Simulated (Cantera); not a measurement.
# Oxide etching and cleaning by halides: B2O3 + HF + N2

Input: 1 mol B2O3, 8.6 mol HF, 95 mol N2, equilibrated at 1050 K and 39.0 mbar.

Equilibrium computed with Cantera from the NASA thermochemical tables; the gas is ideal and each condensed phase is pure. Candidate condensed phases: B, BN, B2O3, B3O3H3, H2O; 62 gas species. Gases not in the tables: H3BO3. Kinetics and transport are ignored.

```yaml
x(N2): 0.924
x(HF): 0.0344
x(H2O): 0.0246
x(BF3): 0.0150
x(B3O3F3): 0.00137
x(BOF): 0.000284
x(HBO2): 5.08e-5
x((HBO2)3): 1.22e-5
gas_amount: 102.8 mol
log10 activity of B(s) (absent): -18.66
log10 activity of B3O3H3(s) (absent): -36.94
```
